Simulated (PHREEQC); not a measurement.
Ultrapure water in contact with air or piping: an equilibrium model

Synthetic water in mmol/kgw, 20 °C, pH 5.7, pe 2.2: Na 0.00304; K 0.00124; Ca 0.0102; Mg 0.00323; Cl 0.0135; S(6) 0.00298; Alkalinity (meq/kgw) 0.0121; Si 1.98e-05; Sr 4.18e-06.

Valence states are taken as typed.

The numbers come from PHREEQC with the ion-association model, phreeqc.dat.

No solid was allowed to form.

Task: What charge-balance error does the model give?

Result: charge-balance error -0.6 %.

Task: In which forms is C present?

Result: CO2 83 %, HCO3- 17 % of the C.

Complexes and solids missing from the database can't appear.
